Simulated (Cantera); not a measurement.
Feed: 1 mol SiH2Cl2, 0.0079 mol Cl2, 13 mol N2, equilibrated at 1000 K and 1.10 bar.

Method: chemical equilibrium by Gibbs-energy minimisation in Cantera with the NASA 1993 tables (ideal gas, pure condensed phases). Candidate condensed phases: NH4Cl, Si, Si3N4; 28 gas species. N2 is the only nitrogen source here; it is nearly inert below about 1500 K, so the nitride shown seldom forms there in practice. The numbers say what is thermodynamically allowed, not how fast it happens.

Base state: N2 0.875, HCl 0.0799, H2 0.0301, SiCl4 0.0153, SiHCl3 4.06e-5 (mole fractions); condensed: Si3N4(s).

**Question.** What changes in the equilibrium state with this change: pressure from 1.10 bar to 5.30 mbar?

**Answer.** 
```json
[
 {"species": "N2", "before": "0.875", "after": "0.871"},
 {"species": "HCl", "before": "0.0799", "after": "0.0970"},
 {"species": "H2", "before": "0.0301", "after": "0.0215"},
 {"species": "SiCl4", "before": "0.0153", "after": "0.0110"},
 {"species": "SiCl3", "before": "3.88e-6", "after": "2.80e-5"},
 {"species": "SiHCl3", "before": "4.06e-5", "after": "1.72e-5"},
 {"species": "Si3N4(s), mol", "before": "0.260", "after": "0.281"}
]
```
The tables' values for SiCl3 are old estimates; treat these amounts as uncertain.

**Question.** What changes in the equilibrium state with this change: temperature from 1000 K to 1573 K?

**Answer.** 
```tsv
species	before	after
N2	0.875	0.870
HCl	0.0799	0.0890
H2	0.0301	0.0251
SiCl4	0.0153	0.00833
SiCl2	2.38e-8	0.00359
Cl	<1e-9	1.73e-5
SiCl3	3.88e-6	0.00337
Si3N4(s), mol	0.260	0.259
```
The tables' values for SiCl3 are old estimates; treat these amounts as uncertain.
